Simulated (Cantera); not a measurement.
A perfectly stirred reactor is fed with 30.3 % CH₄, 69.7 % N₂, at 1.00 atm; it is held at 1900 K, and followed from long to short residence time.

Computed with Cantera and GRI-Mech 3.0 (53 species, 325 reactions). GRI-Mech 3.0 stops at C3 and has no aromatics, soot or wall deposition, so with more carbon than oxygen in the feed, carbon stays in small species such as C2H2 where larger ones or solid carbon would form.

**Question.** Predict: x(CH₄) at τ = 0.600 s; x(C₂H) at τ = 0.600 s; x(HCN) at τ = 0.600 s; x(H) at τ = 0.600 s; x(C₂H₄) at τ = 0.600 s; x(CH₄) at τ = 15.0 ms; x(C₂H) at τ = 15.0 ms; x(HCN) at τ = 15.0 ms; x(H) at τ = 15.0 ms; x(C₂H₄) at τ = 15.0 ms.

**Answer.** 
| Property | Result |
|---|---|
| x(CH₄) at τ = 0.600 s | 0.00684 |
| x(C₂H) at τ = 0.600 s | 1.97e-6 |
| x(HCN) at τ = 0.600 s | 5.50e-5 |
| x(H) at τ = 0.600 s | 0.000454 |
| x(C₂H₄) at τ = 0.600 s | 0.000482 |
| x(CH₄) at τ = 15.0 ms | 0.0419 |
| x(C₂H) at τ = 15.0 ms | 1.62e-6 |
| x(HCN) at τ = 15.0 ms | 5.37e-6 |
| x(H) at τ = 15.0 ms | 0.000376 |
| x(C₂H₄) at τ = 15.0 ms | 0.000816 |
